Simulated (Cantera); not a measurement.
Feed: 1 mol Al(CH3)3, 4.9 mol N2O, 490 mol N2, held at 400 °C and 2300 Pa.

Equilibrium computed with Cantera from the NASA thermochemical tables; the gas is ideal and each condensed phase is pure. The feed counts by its element totals alone. The numbers say what is thermodynamically allowed, not how fast it happens.

| species | before | after |
|---|---|---|
| N2 | 0.987 | 0.985 |
| H2 | 0.00840 | 0.00824 |
| CO | 0.00248 | 0.00584 |
| CO2 | 0.00189 | 0.000134 |
| H | <1e-9 | 0.000109 |
| CH4 | 2.48e-5 | <1e-9 |
| H2O | 0.000521 | 0.000662 |
| Al2O3(s), mol | 0.500 | 0.500 |
| C(graphite), mol | 0.795 | 0 |
Gas species are given as mole fractions.

Task: What was changed between the two runs?
A. pressure from 2300 Pa to 13000 Pa
B. temperature from 400 °C to 1450 °C
C. pressure from 2300 Pa to 1000 Pa
D. temperature from 400 °C to 1850 °C

Result: B, temperature from 400 °C to 1450 °C
